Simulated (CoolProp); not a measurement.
Vapour-liquid equilibrium of R152A (1) + methanol (2) at 0.137 MPa; x and y are mole fractions of (1).

Model: multi-fluid Helmholtz-energy mixture model, Outcalt 1996 and de Reuck 1993; pair parameters Bell 2016, in CoolProp.

```tsv
x	bubble temperature (K)	y at the bubble point	dew temperature at overall composition x (K)	liquid density (mol/L)
0.05	299.0	0.871	344.1	23.80
0.125	278.4	0.960	341.9	23.39
0.2	272.2	0.973	339.6	22.61
0.275	269.7	0.977	337.1	21.77
0.35	268.3	0.980	334.4	20.93
0.425	267.3	0.981	331.4	20.13
0.5	266.2	0.983	328.0	19.36
0.575	265.1	0.985	324.2	18.63
0.65	263.8	0.987	319.8	17.94
0.725	262.4	0.989	314.4	17.28
0.8	260.8	0.992	307.7	16.65
0.875	259.1	0.995	298.4	16.04
0.95	257.4	0.998	282.0	15.46
```

No azeotrope shows between x = 0.05 and 0.95.

Pair parameters are fitted to limited data, so mixtures are less certain than the pure fluids. With so large a gap from Raoult's law the liquid may split in two, which this calculation doesn't test in full.
